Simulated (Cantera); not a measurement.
What does this Cantera script print?

```python
import numpy as np
import cantera as ct

gas_names = [...]  # 91 gases of nasa_gas.yaml made of C, Cl, H
cond_names = """
    C(gr) C6H6(L) C7H8(L) C8H18(L),n-octa
""".split()


# ... load() reads the species with a 1 bar reference pressure and builds the phases ...
atoms = {
    'CCl4': {'C': 1, 'CL': 4},
    'HCl': {'H': 1, 'CL': 1},
    'H2': {'H': 2},
}
top_T = {'C(gr)': 4500}  # K; cautious upper limits of use, not melting points


# ... equilibrate(T, P, feed) seeds the gas with the atoms and calls Mixture.equilibrate('TP', solver="vcs", rtol=1e-11, max_steps=5000) ...
results = []
feed = {'CCl4': 1, 'HCl': 0.022, 'H2': 0.69}  # mol
T = 2473.15  # K
P = 1000  # Pa
mix = equilibrate(T, P, feed)
results.append((T, P, feed, dict(zip(mix.species_names, mix.species_moles))))
x = sorted(zip(gas.X, gas.species_names), reverse=True)
print(f"T = {T:g} K  P = {P:g} Pa  gas = {mix.phase_moles(0):.4g} mol")
print("   x: " + "  ".join(f"{s} {v:.3e}" for v, s in x if v > 0.0001))
print("   condensed (mol): " + ("  ".join(f"{mix.phase(i).name} {mix.phase_moles(i):.4g}"
      for i in range(1, mix.n_phases) if mix.phase_moles(i) > 1e-12) or "none"))
```

It prints:

```
T = 2473.15 K  P = 1000 Pa  gas = 4.112 mol
   x: CL 6.642e-01  HCL 3.131e-01  H 1.663e-02  H2 5.552e-03  CL2 4.304e-04
   condensed (mol): C(gr) 0.9987
```

Equilibrium computed with Cantera from the NASA thermochemical tables; the gas is ideal and each condensed phase is pure.
